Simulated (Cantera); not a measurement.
A closed system holds: 1 mol TiO₂, 7.4 mol H₂, at 0.100 bar.

Method: chemical equilibrium by Gibbs-energy minimisation in Cantera with the NASA 1993 tables (ideal gas, pure condensed phases). Candidate condensed phases: H₂O, Ti, TiO, TiO₂, Ti₂O₃, Ti₃O₅, Ti₄O₇; 12 gas species. Mutual solubility and eutectic melting of coexisting phases are not modelled. Condensed phases not in the tables: Magnéli phases beyond Ti₄O₇. Kinetics and transport are ignored.

x: gas mole fraction; n: condensed amount in mol.

```json
[
 {"T (K)": "1573", "x H₂": "0.974", "x H₂O": "0.0261", "x H": "0.000127", "x OH": "1.23e-7", "x TiO₂": "9.93e-11", "n TiO₂(rutile)": "0.228", "n Ti₄O₇(s)": "0.193", "n Ti₃O₅(s)": "0"},
 {"T (K)": "1598", "x H₂": "0.969", "x H₂O": "?", "x H": "?", "x OH": "?", "x TiO₂": "?", "n TiO₂(rutile)": "?", "n Ti₄O₇(s)": "?", "n Ti₃O₅(s)": "0"},
 {"T (K)": "1623", "x H₂": "0.966", "x H₂O": "0.0338", "x H": "0.000215", "x OH": "3.15e-7", "x TiO₂": "4.17e-10", "n TiO₂(rutile)": "0", "n Ti₄O₇(s)": "0.250", "n Ti₃O₅(s)": "0"},
 {"T (K)": "1648", "x H₂": "0.966", "x H₂O": "0.0338", "x H": "0.000277", "x OH": "4.35e-7", "x TiO₂": "8.00e-10", "n TiO₂(rutile)": "0", "n Ti₄O₇(s)": "0.250", "n Ti₃O₅(s)": "0"},
 {"T (K)": "1673", "x H₂": "0.966", "x H₂O": "0.0338", "x H": "0.000354", "x OH": "5.95e-7", "x TiO₂": "1.50e-9", "n TiO₂(rutile)": "0", "n Ti₄O₇(s)": "0.250", "n Ti₃O₅(s)": "0"},
 {"T (K)": "1698", "x H₂": "0.966", "x H₂O": "0.0338", "x H": "0.000449", "x OH": "8.08e-7", "x TiO₂": "2.78e-9", "n TiO₂(rutile)": "0", "n Ti₄O₇(s)": "0.250", "n Ti₃O₅(s)": "0"},
 {"T (K)": "1723", "x H₂": "0.966", "x H₂O": "0.0338", "x H": "?", "x OH": "?", "x TiO₂": "?", "n TiO₂(rutile)": "0", "n Ti₄O₇(s)": "0.250", "n Ti₃O₅(s)": "0"},
 {"T (K)": "1748", "x H₂": "0.966", "x H₂O": "0.0338", "x H": "0.000710", "x OH": "1.45e-6", "x TiO₂": "8.94e-9", "n TiO₂(rutile)": "0", "n Ti₄O₇(s)": "0.250", "n Ti₃O₅(s)": "0"},
 {"T (K)": "1773", "x H₂": "0.965", "x H₂O": "0.0338", "x H": "0.000884", "x OH": "1.92e-6", "x TiO₂": "1.57e-8", "n TiO₂(rutile)": "0", "n Ti₄O₇(s)": "0.250", "n Ti₃O₅(s)": "0"},
 {"T (K)": "1798", "x H₂": "0.961", "x H₂O": "0.0380", "x H": "0.00109", "x OH": "2.84e-6", "x TiO₂": "2.78e-8", "n TiO₂(rutile)": "0", "n Ti₄O₇(s)": "0.156", "n Ti₃O₅(s)": "0.125"},
 {"T (K)": "1823", "x H₂": "0.954", "x H₂O": "0.0444", "x H": "0.00134", "x OH": "4.33e-6", "x TiO₂": "4.91e-8", "n TiO₂(rutile)": "0", "n Ti₄O₇(s)": "0.0139", "n Ti₃O₅(s)": "0.315"},
 {"T (K)": "1848", "x H₂": "0.953", "x H₂O": "0.0450", "x H": "0.00164", "x OH": "5.68e-6", "x TiO₂": "8.12e-8", "n TiO₂(rutile)": "0", "n Ti₄O₇(s)": "0", "n Ti₃O₅(s)": "0.333"},
 {"T (K)": "1873", "x H₂": "0.953", "x H₂O": "0.0450", "x H": "0.00199", "x OH": "7.30e-6", "x TiO₂": "1.32e-7", "n TiO₂(rutile)": "0", "n Ti₄O₇(s)": "0", "n Ti₃O₅(s)": "0.333"}
]
```

Question: Some entries are withheld; supply them.

Answer: 
- 1598, x H₂O: 0.0306
- 1598, x H: 0.000166
- 1598, x OH: 2.04e-7
- 1598, x TiO₂: 2.07e-10
- 1598, n TiO₂(rutile): 0.0931
- 1598, n Ti₄O₇(s): 0.227
- 1723, x H: 0.000567
- 1723, x OH: 1.09e-6
- 1723, x TiO₂: 5.03e-9
